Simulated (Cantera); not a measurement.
Input: 1 mol CuF2, 0.59 mol H2O, 5.6 mol H2.

Equilibrium computed with Cantera from the NASA thermochemical tables; the gas is ideal and each condensed phase is pure. Candidate condensed phases: Cu, CuF2, CuO, Cu(OH)2, Cu2O, H2O; 27 gas species. Rates play no part.

**Question.** What condenses at these points (T in °C, P in Pa): (1700, 560); (800, 3200); (500, 18000); (650, 18000); (1400, 0.10)?

**Answer.** 
```json
[
 {"T (°C)": "1700", "P in Pa": "560", "condensed phases": "gas only", "Cu condensed (%)": "0.0"},
 {"T (°C)": "800", "P in Pa": "3200", "condensed phases": "Cu", "Cu condensed (%)": "100.0"},
 {"T (°C)": "500", "P in Pa": "18000", "condensed phases": "Cu", "Cu condensed (%)": "100.0"},
 {"T (°C)": "650", "P in Pa": "18000", "condensed phases": "Cu", "Cu condensed (%)": "100.0"},
 {"T (°C)": "1400", "P in Pa": "0.10", "condensed phases": "gas only", "Cu condensed (%)": "0.0"}
]
```
